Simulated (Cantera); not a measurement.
Input: 1 mol S, 0.36 mol O₂, a varied amount of H₂, equilibrated at 2175 K and 6.80 bar.

Cantera equilibrium calculation (NASA polynomials, part measured and part estimated; ideal gas, pure solids and liquids). Candidate condensed phases: H₂O, H₂SO₄, S; 19 gas species. The numbers say what is thermodynamically allowed, not how fast it happens.

### Question
At 3.3 mol H₂, list the 6 most abundant gas species with their mole fractions, and the condensed phases.

### Answer
H₂ 0.578, H₂O 0.199, H₂S 0.140, S₂ 0.0593, SH 0.0189, SO 0.00150. Condensed: gas only.
